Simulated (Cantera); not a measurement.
# Low-pressure radical oxidation in H2/O2

An isothermal, constant-pressure homogeneous reactor starts with 12.2 % H₂, 50.8 % O₂, 37.1 % N₂, equivalence ratio 0.12, at 1075 K and 1330 Pa.

Cantera simulation using the H2/O2 subset of GRI-Mech 3.0, which has no nitrogen chemistry; the numbers are that mechanism's predictions, not measurements. Radical loss at walls, strong at low pressure, is not modelled. The temperature is held fixed by assumption; the heat of reaction is taken as removed at once.

```json
[
 {"t (s)": "2.00e-5", "x H₂": "0.122", "x O₂": "0.508", "x O": "4.80e-12", "x H₂O": "<1e-12", "x HO₂": "8.08e-11"},
 {"t (s)": "5.63e-5", "x H₂": "0.122", "x O₂": "0.508", "x O": "3.43e-11", "x H₂O": "1.61e-11", "x HO₂": "2.28e-10"},
 {"t (s)": "0.000159", "x H₂": "0.122", "x O₂": "0.508", "x O": "2.35e-10", "x H₂O": "2.48e-10", "x HO₂": "6.43e-10"},
 {"t (s)": "0.000447", "x H₂": "0.122", "x O₂": "0.508", "x O": "2.22e-9", "x H₂O": "4.54e-9", "x HO₂": "1.84e-9"},
 {"t (s)": "0.00126", "x H₂": "0.122", "x O₂": "0.508", "x O": "1.76e-7", "x H₂O": "4.75e-7", "x HO₂": "7.91e-9"},
 {"t (s)": "0.00355", "x H₂": "0.0788", "x O₂": "0.485", "x O": "0.0101", "x H₂O": "0.0310", "x HO₂": "4.05e-6"},
 {"t (s)": "0.0100", "x H₂": "0.00426", "x O₂": "0.452", "x O": "0.0275", "x H₂O": "0.104", "x HO₂": "5.72e-6"},
 {"t (s)": "0.0282", "x H₂": "0.00168", "x O₂": "0.467", "x O": "0.00987", "x H₂O": "0.122", "x HO₂": "5.59e-6"},
 {"t (s)": "0.0794", "x H₂": "0.000236", "x O₂": "0.474", "x O": "0.00135", "x H₂O": "0.129", "x HO₂": "3.30e-6"},
 {"t (s)": "0.224", "x H₂": "2.36e-5", "x O₂": "0.475", "x O": "0.000137", "x H₂O": "0.130", "x HO₂": "8.97e-7"},
 {"t (s)": "0.630", "x H₂": "3.22e-6", "x O₂": "0.476", "x O": "1.97e-5", "x H₂O": "0.130", "x HO₂": "1.86e-7"},
 {"t (s)": "1.77", "x H₂": "6.34e-7", "x O₂": "0.476", "x O": "4.08e-6", "x H₂O": "0.130", "x HO₂": "4.42e-8"},
 {"t (s)": "5.00", "x H₂": "1.59e-7", "x O₂": "0.476", "x O": "1.06e-6", "x H₂O": "0.130", "x HO₂": "1.24e-8"}
]
```
x: mole fraction; the columns are a selection and need not sum to one.

Equilibrium at this temperature and pressure: H₂ 1.15e-9, O₂ 0.476, O 7.89e-9, H₂O 0.130, HO₂ 2.03e-9 (gas phase only).
